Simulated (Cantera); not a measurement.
## Transport properties of process gases

Gas mixture: 100 % O2, at 25.0 Pa, frozen composition.

Cantera's kinetic-theory transport with the Lennard-Jones parameters of GRI-Mech 3.0, ideal gas; thermal conductivity in the mixture-averaged form.

| T (K) | ρ (kg/m³) | cp (J/kg/K) | μ (µPa s) | λ (mW/m/K) | Pr | D (cm²/s) OH | D (cm²/s) NO | D (cm²/s) CH3 |
|---|---|---|---|---|---|---|---|---|
| 400 | 0.000241 | 941.4 | 25.6 | 33.9 | 0.713 | 2160 | 1370 | 1530 |
| 500 | 0.000192 | 971.4 | 30.0 | 41.1 | 0.709 | 3160 | 2020 | 2260 |
| 600 | 0.000160 | 1003 | 34.1 | 48.2 | 0.709 | 4300 | 2750 | 3100 |
| 700 | 0.000137 | 1031 | 37.8 | 55.0 | 0.709 | 5580 | 3570 | 4020 |
| 800 | 0.000120 | 1055 | 41.4 | 61.4 | 0.710 | 6980 | 4470 | 5050 |
| 900 | 0.000107 | 1074 | 44.7 | 67.6 | 0.710 | 8490 | 5440 | 6150 |
| 1000 | 9.62e-5 | 1090 | 47.9 | 73.6 | 0.710 | 10100 | 6490 | 7340 |
| 1100 | 8.75e-5 | 1103 | 51.0 | 79.4 | 0.709 | 11900 | 7600 | 8610 |
D: mixture-averaged diffusion coefficient of that species in the mixture.
